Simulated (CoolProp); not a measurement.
Octamethylcyclotetrasiloxane (D4) at several states: fugacity coefficient from the reference equation and from simpler models built on Tc = 586.5 K, pc = 13.47 bar, ω = 0.598; each cubic takes its own stable root.

The numbers come from the reference Helmholtz-energy equation of state, Thol 2015 in CoolProp.

```json
[
 {"T (K)": "567.5", "p (bar)": "0.365", "phase": "gas", "reference": "0.9892"},
 {"T (K)": "353.1", "p (bar)": "4.27", "phase": "liquid", "reference": "0.008775"},
 {"T (K)": "344.6", "p (bar)": "60.6", "phase": "liquid", "reference": "0.0007775"},
 {"T (K)": "561.4", "p (bar)": "0.254", "phase": "gas", "reference": "0.9922"}
]
```

### Question
How far does each simpler model (van der Waals, Redlich-Kwong, Soave-Redlich-Kwong, Peng-Robinson) lie from the reference over these 4 states: mean and median of the absolute difference, and the worst?

### Answer
- van der Waals: mean 2349.8 %, median 1500.0 %, worst +6399.0 % at 344.6 K and 60.6 bar
- Redlich-Kwong: mean 403.5 %, median 341.0 %, worst +931.9 % at 344.6 K and 60.6 bar
- Soave-Redlich-Kwong: mean 3.9 %, median 1.7 %, worst +12.0 % at 344.6 K and 60.6 bar
- Peng-Robinson: mean 5.6 %, median 5.3 %, worst +12.0 % at 344.6 K and 60.6 bar
